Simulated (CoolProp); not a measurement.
Model: reference Helmholtz-energy equation of state, Lemmon 2005, in CoolProp.

### Question
Give the vapour pressure (MPa), vapour Z, liquid viscosity (µPa s), vapour viscosity (µPa s) of saturated R125 at -46.05, 27.65 °C.

### Answer
```json
[
 {"T (°C)": "-46.05", "p (MPa)": "0.112", "vapour Z": "0.954", "liquid viscosity (µPa s)": "398", "vapour viscosity (µPa s)": "9.80"},
 {"T (°C)": "27.65", "p (MPa)": "1.48", "vapour Z": "0.723", "liquid viscosity (µPa s)": "135", "vapour viscosity (µPa s)": "13.7"}
]
```

Viscosity comes from a separate model (Huber 2006).
